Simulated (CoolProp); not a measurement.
A Linde-Hampson liquefier for normal hydrogen: isothermal reversible compression at 290 K from 1 atm to 20 MPa, throttling to 1 atm, return gas leaving the recuperator 2 K below the feed. Each further row changes one setting.

Model: reference Helmholtz-energy equation of state, Leachman 2009, in CoolProp.

| case | compression work (kJ/kg of gas) |
|---|---|
| as stated | 6470 |
| high pressure 40 MPa | 7450 |
| warm-end temperature 320 K | 7130 |
| warm-end gap 7 K | 6470 |
